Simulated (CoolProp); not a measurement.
Vapour-liquid equilibrium of propylene (1) + R152A (2) at 47.55 °C; x and y are mole fractions of (1).

The numbers come from the multi-fluid Helmholtz-energy mixture model, Lemmon 2013 and Outcalt 1996; pair parameters Bell 2016 in CoolProp.

Q: Give the bubble pressure and the first vapour's composition at x = 0.2, 0.5, 0.95. Is there an azeotrope?

A: x = 0.2: 1479 kPa, y = 0.343; x = 0.5: 1826 kPa, y = 0.604; x = 0.95: 1971 kPa, y = 0.945. y crosses x between x = 0.8 and 0.95: the model has an azeotrope there.

Pair parameters are fitted to limited data, so mixtures are less certain than the pure fluids.
